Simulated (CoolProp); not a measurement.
Vapour-liquid equilibrium of benzene (1) + toluene (2) at 449.1 K; x and y are mole fractions of (1).

Computed with CoolProp (multi-fluid Helmholtz-energy mixture model, Thol 2012 and Lemmon 2006; pair parameters Bell 2016).

```tsv
x	bubble pressure, mixture model (MPa)	bubble pressure, Raoult's law (MPa)	y, mixture model	y, Raoult's law
0.05	0.4998	0.5015	0.087	0.095
0.15	0.5448	0.5493	0.241	0.261
0.25	0.5906	0.5972	0.375	0.400
0.35	0.6371	0.6450	0.491	0.519
0.45	0.6843	0.6929	0.594	0.621
0.55	0.7322	0.7407	0.686	0.710
0.65	0.7807	0.7885	0.768	0.788
0.75	0.8299	0.8364	0.842	0.857
0.85	0.8798	0.8842	0.910	0.919
0.95	0.9304	0.9320	0.971	0.974
```

The largest gap from Raoult's law is -1.2 % in bubble pressure, at x = 0.45. No azeotrope shows between x = 0.05 and 0.95.

The pair parameters rest on a limited set of measurements; away from them the model extrapolates.
